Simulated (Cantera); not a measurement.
Input (Python, Cantera):

```python
import numpy as np
import cantera as ct

gas = ct.Solution("gri30.yaml")


def delay(T, t_max=10):
    gas.TPX = T, 100000, {'CH4': 1, 'O2': 4.65, 'N2': 12.6}
    reactor = ct.IdealGasConstPressureReactor(gas, clone=False)
    net = ct.ReactorNet([reactor])
    net.rtol, net.atol = 1e-8, 1e-16
    while net.time < t_max:
        t_old, T_old = net.time, reactor.T
        net.step()
        if reactor.T > T + 400:  # ignition: a rise of 400 K
            return t_old + (T + 400 - T_old) / (reactor.T - T_old) * (net.time - t_old)
    return np.nan


taus = []
for T in [1000, 1075, 1150, 1225, 1300, 1375, 1450, 1525]:
    taus.append(delay(T))
    print(f"T0 = {T:6g} K   tau = {taus[-1]:.4e} s")
```

Result:

```
T0 =   1000 K   tau = 5.5372e-01 s
T0 =   1075 K   tau = 1.5227e-01 s
T0 =   1150 K   tau = 4.6590e-02 s
T0 =   1225 K   tau = 1.5734e-02 s
T0 =   1300 K   tau = 5.8739e-03 s
T0 =   1375 K   tau = 2.4349e-03 s
T0 =   1450 K   tau = 1.1247e-03 s
T0 =   1525 K   tau = 5.7592e-04 s
```

Cantera simulation using GRI-Mech 3.0 (53 species, 325 reactions); the numbers are that mechanism's predictions, not measurements.
